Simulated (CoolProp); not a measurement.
Vapour-liquid equilibrium of ammonia (1) + benzene (2) at 64.95 °C; x and y are mole fractions of (1).

Values from CoolProp's multi-fluid Helmholtz-energy mixture model, Gao 2020 and Thol 2012; pair parameters Bell 2016.

```json
[
 {"x": "0.05", "bubble pressure, mixture model (kPa)": "339.0", "bubble pressure, Raoult's law (kPa)": "206.2", "y, mixture model": "0.813", "y, Raoult's law": "0.714"},
 {"x": "0.125", "bubble pressure, mixture model (kPa)": "733.1", "bubble pressure, Raoult's law (kPa)": "422.4", "y, mixture model": "0.912", "y, Raoult's law": "0.871"},
 {"x": "0.2", "bubble pressure, mixture model (kPa)": "1079", "bubble pressure, Raoult's law (kPa)": "638.6", "y, mixture model": "0.939", "y, Raoult's law": "0.922"},
 {"x": "0.275", "bubble pressure, mixture model (kPa)": "1364", "bubble pressure, Raoult's law (kPa)": "854.8", "y, mixture model": "0.952", "y, Raoult's law": "0.947"},
 {"x": "0.35", "bubble pressure, mixture model (kPa)": "1588", "bubble pressure, Raoult's law (kPa)": "1071", "y, mixture model": "0.959", "y, Raoult's law": "0.962"},
 {"x": "0.425", "bubble pressure, mixture model (kPa)": "1761", "bubble pressure, Raoult's law (kPa)": "1287", "y, mixture model": "0.963", "y, Raoult's law": "0.972"},
 {"x": "0.5", "bubble pressure, mixture model (kPa)": "1898", "bubble pressure, Raoult's law (kPa)": "1503", "y, mixture model": "0.966", "y, Raoult's law": "0.979"},
 {"x": "0.575", "bubble pressure, mixture model (kPa)": "2015", "bubble pressure, Raoult's law (kPa)": "1720", "y, mixture model": "0.969", "y, Raoult's law": "0.985"},
 {"x": "0.65", "bubble pressure, mixture model (kPa)": "2128", "bubble pressure, Raoult's law (kPa)": "1936", "y, mixture model": "0.972", "y, Raoult's law": "0.989"},
 {"x": "0.725", "bubble pressure, mixture model (kPa)": "2250", "bubble pressure, Raoult's law (kPa)": "2152", "y, mixture model": "0.976", "y, Raoult's law": "0.992"},
 {"x": "0.8", "bubble pressure, mixture model (kPa)": "2394", "bubble pressure, Raoult's law (kPa)": "2368", "y, mixture model": "0.980", "y, Raoult's law": "0.995"},
 {"x": "0.875", "bubble pressure, mixture model (kPa)": "2568", "bubble pressure, Raoult's law (kPa)": "2584", "y, mixture model": "0.986", "y, Raoult's law": "0.997"},
 {"x": "0.95", "bubble pressure, mixture model (kPa)": "2781", "bubble pressure, Raoult's law (kPa)": "2800", "y, mixture model": "0.994", "y, Raoult's law": "0.999"}
]
```

The largest gap from Raoult's law is +73.6 % in bubble pressure, at x = 0.125. No azeotrope shows between x = 0.05 and 0.95.

Pair parameters are fitted to limited data, so mixtures are less certain than the pure fluids. The gap from Raoult's law changes sign with composition, which may be real or a fault of the pair parameters; it wasn't checked against measurements. With so large a gap from Raoult's law the liquid may split in two, which this calculation doesn't test in full.
